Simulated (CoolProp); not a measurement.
Vapour pressure (kPa) of R1224YDZ: the reference equation beside estimates from Tc = 428.7 K, pc = 3334 kPa, ω = 0.325. Clausius-Clapeyron is anchored at 343.4 K with a constant enthalpy of vaporisation of 20.68 kJ/mol.

Model: reference Helmholtz-energy equation of state, Akasaka 2023, in CoolProp.

```csv
T (K),reference,Lee-Kesler,Clausius-Clapeyron,van der Waals,Redlich-Kwong,Soave-Redlich-Kwong,Peng-Robinson
318.8,290.4,290.9,329.6,903.7,476.2,291.0,288.5
327,369.7,370.7,400.9,1022,578.5,371.2,367.3
335.2,464.5,465.8,482.9,1149,695.3,467.2,461.6
343.4,576.5,578.2,576.5,1286,827.6,580.9,573.5
351.6,707.6,709.5,682.6,1433,976.3,714.4,704.8
359.9,861.8,863.8,803.5,1592,1144,871.6,859.8
368.1,1038,1039,937.3,1759,1329,1051,1037
376.3,1239,1241,1086,1937,1532,1256,1240
384.5,1468,1470,1250,2126,1755,1490,1472
```

Absolute difference from the reference over all 9 rows, mean and median: Lee-Kesler 0.2 and 0.2 %, Clausius-Clapeyron 8.1 and 8.4 %, van der Waals 112.9 and 102.5 %, Redlich-Kwong 39.5 and 38.0 %, Soave-Redlich-Kwong 0.9 and 1.0 %, Peng-Robinson 0.4 and 0.4 %.
